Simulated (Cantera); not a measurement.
Cantera run:

```python
import numpy as np
import cantera as ct

gas_names = """
    C CO CO2 C2 C2O C3 C3O2 C4 C5 Cu CuO Cu2 O O2 O3
""".split()
cond_names = """
    C(gr) Cu(cr) Cu(L) CuO(s) Cu2O(s) Cu2O(L)
""".split()


# ... load() reads the species with a 1 bar reference pressure and builds the phases ...
atoms = {
    'Cu2O': {'Cu': 2, 'O': 1},
    'CO': {'C': 1, 'O': 1},
}
top_T = {'C(gr)': 4500, 'CuO(s)': 1390}  # K; cautious upper limits of use, not melting points


# ... equilibrate(T, P, feed) seeds the gas with the atoms and calls Mixture.equilibrate('TP', solver="vcs", rtol=1e-11, max_steps=5000) ...
results = []
feed = {'Cu2O': 1, 'CO': 14}  # mol
P = 13332.2  # Pa
for T in [1323, 1398, 1473, 1548, 1623, 1698, 1773, 1848, 1923, 1998, 2073, 2148, 2223]:
    mix = equilibrate(T, P, feed)
    results.append((T, P, feed, dict(zip(mix.species_names, mix.species_moles))))
    x = sorted(zip(gas.X, gas.species_names), reverse=True)
    print(f"T = {T:g} K  P = {P:g} Pa  gas = {mix.phase_moles(0):.4g} mol")
    print("   x: " + "  ".join(f"{s} {v:.3e}" for v, s in x if v > 1e-05))
    print("   condensed (mol): " + ("  ".join(f"{mix.phase(i).name} {mix.phase_moles(i):.4g}"
          for i in range(1, mix.n_phases) if mix.phase_moles(i) > 1e-12) or "none"))
```

Output:

```
T = 1323 K  P = 13332.2 Pa  gas = 14 mol
   x: CO 9.286e-01  CO2 7.143e-02
   condensed (mol): Cu(cr) 2
T = 1398 K  P = 13332.2 Pa  gas = 14 mol
   x: CO 9.286e-01  CO2 7.143e-02
   condensed (mol): Cu(L) 2
T = 1473 K  P = 13332.2 Pa  gas = 14 mol
   x: CO 9.285e-01  CO2 7.143e-02  Cu 3.882e-05
   condensed (mol): Cu(L) 1.999
T = 1548 K  P = 13332.2 Pa  gas = 14 mol
   x: CO 9.284e-01  CO2 7.142e-02  Cu 1.349e-04
   condensed (mol): Cu(L) 1.998
T = 1623 K  P = 13332.2 Pa  gas = 14.01 mol
   x: CO 9.282e-01  CO2 7.140e-02  Cu 4.165e-04
   condensed (mol): Cu(L) 1.994
T = 1698 K  P = 13332.2 Pa  gas = 14.02 mol
   x: CO 9.275e-01  CO2 7.135e-02  Cu 1.161e-03
   condensed (mol): Cu(L) 1.984
T = 1773 K  P = 13332.2 Pa  gas = 14.04 mol
   x: CO 9.258e-01  CO2 7.122e-02  Cu 2.958e-03
   condensed (mol): Cu(L) 1.958
T = 1848 K  P = 13332.2 Pa  gas = 14.1 mol
   x: CO 9.221e-01  CO2 7.093e-02  Cu 6.969e-03  Cu2 1.634e-05
   condensed (mol): Cu(L) 1.901
T = 1923 K  P = 13332.2 Pa  gas = 14.22 mol
   x: CO 9.143e-01  CO2 7.033e-02  Cu 1.533e-02  Cu2 4.814e-05
   condensed (mol): Cu(L) 1.781
T = 1998 K  P = 13332.2 Pa  gas = 14.46 mol
   x: CO 8.990e-01  CO2 6.915e-02  Cu 3.170e-02  Cu2 1.301e-04
   condensed (mol): Cu(L) 1.538
T = 2073 K  P = 13332.2 Pa  gas = 14.93 mol
   x: CO 8.706e-01  CO2 6.697e-02  Cu 6.210e-02  Cu2 3.259e-04
   condensed (mol): Cu(L) 1.063
T = 2148 K  P = 13332.2 Pa  gas = 15.85 mol
   x: CO 8.203e-01  Cu 1.159e-01  CO2 6.309e-02  Cu2 7.623e-04
   condensed (mol): Cu(L) 0.1394
T = 2223 K  P = 13332.2 Pa  gas = 15.99 mol
   x: CO 8.130e-01  Cu 1.239e-01  CO2 6.251e-02  Cu2 6.008e-04  O 1.270e-05
   condensed (mol): none
```

Method: chemical equilibrium by Gibbs-energy minimisation in Cantera with the NASA 1993 tables (ideal gas, pure condensed phases).
